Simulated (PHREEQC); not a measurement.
**Polishing slurry liquid: speciation**

A solution holds 28 mmol/kgw K2CO3 and 75 mmol/kgw Fe(NO3)3, at 25 °C. Closed to the air; pH follows from the charge balance.

The numbers come from PHREEQC with the ion-association model, phreeqc.dat.

No solid was allowed to form.

### Question
Predict the pH, activity of water.

### Answer
pH 2.25; activity of water 0.994.

### Question
In which forms is Fe present?

### Answer
Fe2(OH)2+4 40 %, Fe3(OH)4+5 24 %, Fe+3 24 %, FeOH+2 11 % of the Fe.

Examples of supersaturated solids here: Hematite (slow to form), Goethite (slow to form). Others may be too.
